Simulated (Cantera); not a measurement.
What does this Cantera script print?

```python
import numpy as np
import cantera as ct

gas_names = """
    O O2 O3 S SO SO2 SO3 S2 S2O S8
""".split()
cond_names = """
    S(cr1) S(cr2) S(L)
""".split()


# ... load() reads the species with a 1 bar reference pressure and builds the phases ...
atoms = {
    'SO2': {'S': 1, 'O': 2},
    'O2': {'O': 2},
}
top_T = {}  # K; cautious upper limits of use, not melting points


# ... equilibrate(T, P, feed) seeds the gas with the atoms and calls Mixture.equilibrate('TP', solver="vcs", rtol=1e-11, max_steps=5000) ...
results = []
feed = {'SO2': 1, 'O2': 0.41}  # mol
P = 2800000  # Pa
for T in [923, 1023, 1123, 1223, 1323, 1423, 1523, 1623, 1723, 1823]:
    mix = equilibrate(T, P, feed)
    results.append((T, P, feed, dict(zip(mix.species_names, mix.species_moles))))

top = {s: max(r[3][s] / sum(r[3][g] for g in gas_names) for r in results) for s in gas_names}
cols = sorted((s for s in top if top[s] > 1e-05), key=lambda s: -top[s])[:5]
seen = [c for c in cond_names if any(r[3].get(c, 0) > 1e-12 for r in results)]
print("log10 of partial pressures in bar; condensed amounts in mol")
print(f"{'T/K':>10s}" + "".join(f"{s[:9]:>10s}" for s in cols + seen))
for T, P, feed, n in results:
    ng = sum(n[g] for g in gas_names)
    print(f"{T:10.4g}" + "".join(f"{np.log10(max(n[s] / ng * P / 1e5, 1e-99)):10.3f}" for s in cols)
          + "".join(f"{n.get(c, 0):10.4g}" for c in seen))
```

Output:

```
log10 of partial pressures in bar; condensed amounts in mol
       T/K       SO3       SO2        O2         O
       923     1.331     0.780    -0.265   -11.036
      1023     1.237     0.941     0.307    -9.353
      1123     1.078     1.084     0.590    -8.062
      1223     0.876     1.176     0.738    -7.024
      1323     0.656     1.229     0.815    -6.167
      1423     0.438     1.257     0.855    -5.443
      1523     0.234     1.273     0.877    -4.820
      1623     0.048     1.282     0.889    -4.276
      1723    -0.121     1.287     0.896    -3.797
      1823    -0.272     1.290     0.900    -3.371
```

Cantera equilibrium calculation (NASA polynomials, part measured and part estimated; ideal gas, pure solids and liquids).
